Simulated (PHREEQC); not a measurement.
A solution holds 0.016 mol/kgw Pb(NO3)2, 0.034 mol/kgw KNO3 and 0.00012 mol/kgw Na2SO4, at 25 °C. Closed to the air; pH follows from the charge balance.

The numbers come from PHREEQC with the ion-association model, phreeqc.dat.

No solid was allowed to form.

Problem. What pH, density, ionic strength does the model give?

Solution. pH 4.90; density 1.004 g/cm³; ionic strength 0.0736 mol/kgw.

Problem. In which forms is N present?

Solution. NO3- 94 %, PbNO3+ 6.4 % of the N.

The solution is supersaturated, for example in Anglesite, so a real one may precipitate; this is no full list. Species that the database lacks are ignored.
